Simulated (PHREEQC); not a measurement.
Make-up at 25 °C: 0.0028 mol/kgw NH3 and 0.006 mol/kgw CO2. Closed to the air; pH follows from the charge balance.

Model: ion-association model, wateq4f.dat, run in PHREEQC.

```
quantity          before    after
---------------  -------  -------
pH                  6.27     6.28
CO3-2 (mol/kgw)  2.89e-7  5.44e-8
```

Task: Name the change that produced these shifts.
A. diluted 5-fold with water
B. 6.5e-05 mol/kgw NH4F added
C. NH3 left out
D. CO2 replaced by NaHCO3 at the same molality

Result: A, diluted 5-fold with water

No solid was allowed to form.
